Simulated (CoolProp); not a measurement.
A Linde-Hampson liquefier for oxygen: isothermal reversible compression at 300 K from 1 atm to 20 MPa, throttling to 1 atm, return gas leaving the recuperator 0 K below the feed. Each further row changes one setting.

The numbers come from the reference Helmholtz-energy equation of state, Schmidt 1985 in CoolProp.

| case | liquid yield per pass | compression work (kJ/kg of gas) |
|---|---|---|
| as stated | ___ | 405 |
| high pressure 40 MPa | 0.155 | ___ |
| warm-end temperature 330 K | ___ | ___ |
| warm-end gap 5 K | ___ | 405 |

### Question
Fill in the missing entries.

### Answer

- as stated, liquid yield per pass: 0.105
- high pressure 40 MPa, compression work (kJ/kg of gas): 458
- warm-end temperature 330 K, liquid yield per pass: 0.080
- warm-end temperature 330 K, compression work (kJ/kg of gas): 449
- warm-end gap 5 K, liquid yield per pass: 0.095

Above 300 K oxygen's equation is extrapolated.
